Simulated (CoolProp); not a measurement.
Vapour-liquid equilibrium of fluoroethane (R161) (1) + R227EA (2) at 0.000667 MPa; x and y are mole fractions of (1).

Values from CoolProp's multi-fluid Helmholtz-energy mixture model, Wu 2012 and Lemmon 2016; pair parameters Bell 2016.

Task: Give the bubble temperature and the first vapour's composition at x = 0.35, 0.5, 0.95. Is there an azeotrope?

Result: x = 0.35: -98.5 °C, y = 0.726; x = 0.5: -102.2 °C, y = 0.879; x = 0.95: -108.6 °C, y = 0.996. No azeotrope shows between x = 0.05 and 0.95.

Pair parameters are fitted to limited data, so mixtures are less certain than the pure fluids.
